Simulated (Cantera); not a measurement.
An adiabatic, constant-volume homogeneous reactor starts with CH₄ : H₂ : O₂ : N₂ = 1 : 0.12 : 1.87 : 7.04 (molar parts), equivalence ratio 1.1, at 1798 K and 1.20 bar.

Model: GRI-Mech 3.0 (53 species, 325 reactions), integrated in Cantera. Above 3000 K some thermodynamic fits are extrapolated.

Task: Predict: time of steepest temperature rise; temperature at 10.0 s; equilibrium temperature; x(H₂) at 10.0 s; x(O₂) at 10.0 s; x(NO₂) at 10.0 s; x(HCN) at 10.0 s.

Result: 
- time of steepest temperature rise: 74.5 µs
- temperature at 10.0 s: 3015 K
- equilibrium temperature: 3015 K
- x(H₂) at 10.0 s: 0.0345 (gas-phase equilibrium 0.0345)
- x(O₂) at 10.0 s: 0.0166 (gas-phase equilibrium 0.0166)
- x(NO₂) at 10.0 s: 2.93e-6 (gas-phase equilibrium 2.93e-6)
- x(HCN) at 10.0 s: 1.01e-8 (gas-phase equilibrium 1.01e-8)
